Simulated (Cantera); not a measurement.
A Cantera script and what it prints.

```python
import numpy as np
import cantera as ct

gas_names = """
    H HO2 H2 H2O H2O2 Mg MgH MgO MgOH MgO2H2 Mg2 O OH O2 O3 Si SiH SiH2 SiH3 SiH4 SiO SiO2 Si2 Si3
""".split()
cond_names = """
    H2O(s) H2O(L) Mg(cr) Mg(L) MgO(s) MgO(L) MgO2H2(s) MgSiO3(I) MgSiO3(II) MgSiO3(III) MgSiO3(L)
    Mg2SiO4(s) Mg2SiO4(L) Si(cr) Si(L) SiO2(Lqz) SiO2(hqz) SiO2(L)
""".split()


def load(file, names, dense=False):
    # The tables refer to 1 bar. Condensed volumes are neglected.
    table = {s.name: s for s in ct.Species.list_from_file(file)}
    out = []
    for n in names:
        d = dict(table[n].input_data)
        d["thermo"] = dict(d["thermo"], **{"reference-pressure": 1e5})
        if dense:
            d["equation-of-state"] = {"model": "constant-volume", "density": "1e6 g/cm^3"}
        out.append(ct.Species.from_dict(d))
    return out


gas = ct.Solution(thermo="ideal-gas", species=load("nasa_gas.yaml", gas_names))
cond = {s.name: ct.Solution(thermo="fixed-stoichiometry", species=[s], name=s.name)
        for s in load("nasa_condensed.yaml", cond_names, dense=True)}
atoms = {
    'SiO2': {'Si': 1, 'O': 2},
    'MgO': {'Mg': 1, 'O': 1},
    'H2': {'H': 2},
}
top_T = {}  # K; cautious upper limits of use, not melting points


def equilibrate(T, P, feed):
    n = {}
    for name, mol in feed.items():
        for a, k in atoms[name].items():
            n[a] = n.get(a, 0.0) + k * mol
    gas.TPX = T, P, n
    mass = sum(n.values()) * gas.mean_molecular_weight
    gas.equilibrate("TP")
    valid = [c for c in cond.values() if c.min_temp <= T <= top_T.get(c.name, c.max_temp)]
    mix = ct.Mixture([(gas, mass / gas.mean_molecular_weight)] + [(c, 0.0) for c in valid])
    mix.T, mix.P = T, P
    mix.equilibrate("TP", solver="vcs", rtol=1e-11, max_steps=5000)
    return mix


results = []
T = 1975  # K
P = 1100  # Pa
for m in [2.8, 3.5, 4.4, 5.6, 7.1, 9, 11, 14]:
    feed = {'SiO2': 1, 'MgO': 1.1, 'H2': m}  # mol
    mix = equilibrate(T, P, feed)
    results.append((T, P, feed, dict(zip(mix.species_names, mix.species_moles))))

top = {s: max(r[3][s] / sum(r[3][g] for g in gas_names) for r in results) for s in gas_names}
cols = sorted((s for s in top if top[s] > 0.001), key=lambda s: -top[s])[:7]
seen = [c for c in cond_names if any(r[3].get(c, 0) > 1e-12 for r in results)]
print("log10 of partial pressures in bar; condensed amounts in mol")
print(f"{'n(H2)':>10s}" + "".join(f"{s[:9]:>10s}" for s in cols + seen))
for T, P, feed, n in results:
    ng = sum(n[g] for g in gas_names)
    print(f"{feed['H2']:10.4g}" + "".join(f"{np.log10(max(n[s] / ng * P / 1e5, 1e-99)):10.3f}" for s in cols)
          + "".join(f"{n.get(c, 0):10.4g}" for c in seen))
```

Result:

```
log10 of partial pressures in bar; condensed amounts in mol
     n(H2)        H2       H2O       SiO         H        Mg MgSiO3(L) Mg2SiO4(s
       2.8    -2.011    -3.254    -3.284    -3.869    -4.420    0.6294    0.2301
       3.5    -2.011    -3.254    -3.284    -3.869    -4.420    0.5618    0.2627
       4.4    -2.011    -3.254    -3.284    -3.869    -4.420    0.4748    0.3045
       5.6    -2.011    -3.254    -3.284    -3.869    -4.420    0.3588    0.3603
       7.1    -2.011    -3.254    -3.284    -3.869    -4.420    0.2139      0.43
         9    -2.011    -3.254    -3.284    -3.869    -4.420   0.03025    0.5183
        11    -2.006    -3.301    -3.346    -3.867    -4.310         0     0.524
        14    -2.001    -3.359    -3.431    -3.864    -4.173         0     0.505
```

Equilibrium computed with Cantera from the NASA thermochemical tables; the gas is ideal and each condensed phase is pure. Mutual solubility and eutectic melting of coexisting phases are not modelled. Condensed phases not in the tables: alloys, solid solutions and most ternary compounds.
